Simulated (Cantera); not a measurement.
A closed system holds: 1 mol Si, 0.0046 mol H2O, 16 mol N2, at 0.100 Pa.

Method: chemical equilibrium by Gibbs-energy minimisation in Cantera with the NASA 1993 tables (ideal gas, pure condensed phases). Candidate condensed phases: H2O, Si, SiO2, Si2N2O, Si3N4; 35 gas species. The numbers say what is thermodynamically allowed, not how fast it happens.

Problem. What share of the Si ends up in condensed phases as a function of T (°C), at 1127, 1152, 1177, 1202, 1227, 1252, 1277, 1302, 1327, 1352?

Solution. 
```tsv
T (°C)	Si condensed (%)	as
1127	98.2	Si(s)
1152	96.9	Si(s)
1177	94.6	Si(s)
1202	90.2	Si(s)
1227	82.4	Si(s)
1252	68.5	Si(s)
1277	44.0	Si(s)
1302	1.1	Si(s)
1327	0.0	-
1352	0.0	-
```
